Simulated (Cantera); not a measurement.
An adiabatic, constant-volume homogeneous reactor starts with CO : H₂ : CH₄ : O₂ : N₂ : CO₂ = 1 : 0.05 : 0.045 : 0.28 : 1.05 : 0.28 (molar parts), equivalence ratio 2.2, at 1298 K and 1300000 Pa.

Model: GRI-Mech 3.0 (53 species, 325 reactions), integrated in Cantera. The pressure lies above the range GRI-Mech 3.0 was tuned for (to about 10 atm).

x: mole fraction; the columns are a selection and need not sum to one.

```
t (s)     T (K)  P (bar)   x CO     x H₂     x CH₄     x OH      x H   x H₂O₂       x O
--------  -----  -------  -----  -------  --------  -------  -------  -------  --------
4.00e-6    1298     13.0  0.370   0.0185    0.0166  4.58e-8  9.24e-8        …   7.53e-8
9.19e-6    1298     13.0  0.370   0.0185    0.0166  2.11e-7  4.34e-7        …   2.87e-7
2.11e-5    1303     13.1  0.369   0.0184    0.0164  5.05e-6  9.93e-6        …   5.40e-6
4.86e-5    2265     22.0  0.304  0.00681  4.99e-11  0.00782   0.0101        …   0.00886
0.000112   2830     26.5  0.263  0.00665  1.11e-12  0.00293  0.00145  1.06e-7  0.000399
0.000257   2825     26.4  0.263  0.00668  1.14e-12  0.00286  0.00143  1.03e-7  0.000382
0.000590   2821     26.4  0.263  0.00671  1.17e-12  0.00281  0.00142  1.00e-7  0.000371
0.00136    2821     26.4  0.264  0.00672  1.17e-12  0.00280  0.00141  9.97e-8  0.000369
0.00312    2821     26.4  0.264  0.00672  1.17e-12  0.00280  0.00141  9.97e-8  0.000369
0.00716    2821     26.4  0.264  0.00672  1.17e-12  0.00280  0.00141  9.97e-8  0.000369
0.0165     2821     26.4  0.264  0.00672  1.17e-12  0.00280  0.00141  9.97e-8  0.000369
0.0379     2821     26.4  0.264  0.00672  1.17e-12  0.00280  0.00141  9.97e-8  0.000369
0.0870     2821     26.4  0.264  0.00672  1.17e-12  0.00280  0.00141  9.97e-8  0.000369
0.200      2821     26.4  0.264  0.00672  1.17e-12  0.00280  0.00141  9.97e-8  0.000369
```

What belongs in the gaps?


- 4.00e-6, x H₂O₂: 5.61e-9
- 9.19e-6, x H₂O₂: 4.86e-8
- 2.11e-5, x H₂O₂: 3.13e-6
- 4.86e-5, x H₂O₂: 9.38e-7
